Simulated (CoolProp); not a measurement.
Model: reference Helmholtz-energy equation of state, Lemmon 2006, in CoolProp. It is a short technical equation, of lower accuracy than the large ones.

For toluene, give the phase and the cv (kJ/(kg K)), expansivity (1/kK), fugacity coefficient at 337.85 °C and 1.2 MPa; 337.85 °C and 2.72 MPa.


- 337.85 °C and 1.2 MPa: gas; cv 2.10, expansivity 2.33, fugacity coefficient 0.906
- 337.85 °C and 2.72 MPa: gas; cv 2.14, expansivity 4.28, fugacity coefficient 0.791
